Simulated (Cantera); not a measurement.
A Cantera script and its output.

```python
import numpy as np
import cantera as ct

gas = ct.Solution("gri30.yaml", transport_model="multicomponent")
show = ['NH3', 'C2H2', 'CH4']

rows = []
print(f"{'T/K':>7s}{'rho':>11s}{'cp':>10s}{'mu':>11s}{'lambda':>11s}{'Pr':>7s}" + "".join(f"{'D_' + s:>11s}" for s in show))
for T in [400, 550, 700, 850, 1000, 1150, 1300]:
    gas.TPX = T, 87000, {'H2O': 0.68, 'O2': 0.43}
    Pr = gas.cp_mass * gas.viscosity / gas.thermal_conductivity
    D = [gas.mix_diff_coeffs_mole[gas.species_index(s)] for s in show]
    rows.append([gas.density, gas.cp_mass, gas.viscosity, gas.thermal_conductivity, Pr, *D])
    print(f"{T:7g}{gas.density:11.4e}{gas.cp_mass:10.1f}{gas.viscosity:11.4e}"
          f"{gas.thermal_conductivity:11.4e}{Pr:7.3f}" + "".join(f"{d:11.4e}" for d in D))
print("SI units: kg/m3, J/kg/K, Pa s, W/m/K, m2/s")
```

It prints:

```
    T/K        rho        cp         mu     lambda     Pr      D_NH3     D_C2H2      D_CH4
    400 6.1296e-01    1393.9 1.8570e-05 3.7464e-02  0.691 4.2321e-05 3.4138e-05 4.5397e-05
    550 4.4579e-01    1457.0 2.4783e-05 5.3157e-02  0.679 7.9411e-05 6.1735e-05 8.1564e-05
    700 3.5026e-01    1526.1 3.0674e-05 6.9374e-02  0.675 1.2643e-04 9.5476e-05 1.2561e-04
    850 2.8845e-01    1592.2 3.6269e-05 8.5785e-02  0.673 1.8239e-04 1.3469e-04 1.7671e-04
   1000 2.4518e-01    1656.3 4.1599e-05 1.0242e-01  0.673 2.4651e-04 1.7892e-04 2.3427e-04
   1150 2.1320e-01    1717.3 4.6693e-05 1.1918e-01  0.673 3.1822e-04 2.2782e-04 2.9787e-04
   1300 1.8860e-01    1773.4 5.1575e-05 1.3587e-01  0.673 3.9703e-04 2.8111e-04 3.6716e-04
SI units: kg/m3, J/kg/K, Pa s, W/m/K, m2/s
```

Computed with Cantera and GRI-Mech 3.0 (53 species, 325 reactions). Polar gases are described roughly by these parameters.
